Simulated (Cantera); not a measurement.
Input: 1 mol Si2Cl6, 4 mol NH3, 8.1 mol N2, held at 5.00e-5 bar.

These are equilibrium values from Cantera (NASA tables, ideal gas, pure condensed phases), not measurements of a reactor. Candidate condensed phases: NH4Cl, Si, Si3N4; 28 gas species. The feed counts by its element totals alone. The tables' values for SiCl3, SiCl are old estimates; treat these amounts as uncertain. Equilibrium is a limit: real reactors are often held back by kinetics, nucleation or transport. All values below are at 1423 K.

Base state: N2 0.526, H2 0.254, HCl 0.125, SiCl2 0.0945, SiCl3 0.000697, H 0.000473, Cl 0.000191, SiCl 3.98e-5 (mole fractions); condensed: Si3N4(s).

What changes in the equilibrium state with this change: Si2Cl6 replaced by SiCl4?


| species | before | after |
|---|---|---|
| N2 | 0.526 | 0.558 |
| H2 | 0.254 | 0.276 |
| HCl | 0.125 | 0.110 |
| SiCl2 | 0.0945 | 0.0548 |
| SiCl4 | 2.03e-5 | 8.40e-6 |
| SiCl3 | 0.000697 | 0.000341 |
| SiCl | 3.98e-5 | 2.74e-5 |
| Si | 1.56e-5 | 1.27e-5 |
| Cl | 0.000191 | 0.000161 |
| Si3N4(s), mol | 0.0642 | 0 |
